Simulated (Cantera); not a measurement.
A closed system holds: 1 mol Ca(OH)2, 0.039 mol C, 1.7 mol CO2, at 2173.15 K and 0.250 bar.

Equilibrium computed with Cantera from the NASA thermochemical tables; the gas is ideal and each condensed phase is pure. The numbers say what is thermodynamically allowed, not how fast it happens.

```json
[
 {"species": "CO2", "before": "0.574", "after": "0.604"},
 {"species": "H2O", "before": "0.350", "after": "0.359"},
 {"species": "CO", "before": "0.0507", "after": "0.0291"},
 {"species": "O2", "before": "0.0128", "after": "0.00192"},
 {"species": "Ca(OH)2", "before": "0.000123", "after": "2.97e-5"},
 {"species": "O", "before": "0.000515", "after": "4.75e-5"},
 {"species": "H", "before": "0.000745", "after": "0.000168"},
 {"species": "OH", "before": "0.00586", "after": "0.00148"},
 {"species": "H2", "before": "0.00595", "after": "0.00386"},
 {"species": "CaO(s), mol", "before": "1.000", "after": "1.000"}
]
```
Gas species are given as mole fractions.

Question: Which change was made?
A. temperature from 2173.15 K to 1425 K
B. C from 0.039 to 1.8 mol
C. 0.94 mol O2 added
D. temperature from 2173.15 K to 1973.15 K

Answer: D, temperature from 2173.15 K to 1973.15 K
